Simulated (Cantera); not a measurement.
An adiabatic, constant-volume homogeneous reactor starts with CH₄ : O₂ : N₂ = 1 : 2 : 7.52 (molar parts), equivalence ratio 1.0, at 1025 K and 1.00 atm.

Model: GRI-Mech 3.0 (53 species, 325 reactions), integrated in Cantera.

### Question
Predict: time of steepest temperature rise; temperature at 3.00 s; equilibrium temperature; x(O₂) at 3.00 s; x(H₂O) at 3.00 s; x(HCN) at 3.00 s; x(NO₂) at 3.00 s.

### Answer
```
Quantity                                                            Result
---------------------------------  ---------------------------------------
time of steepest temperature rise                                  0.689 s
temperature at 3.00 s                                               2775 K
equilibrium temperature                                             2775 K
x(O₂) at 3.00 s                      0.0161 (gas-phase equilibrium 0.0161)
x(H₂O) at 3.00 s                       0.158 (gas-phase equilibrium 0.158)
x(HCN) at 3.00 s                   1.96e-9 (gas-phase equilibrium 1.96e-9)
x(NO₂) at 3.00 s                   2.95e-6 (gas-phase equilibrium 2.95e-6)
```
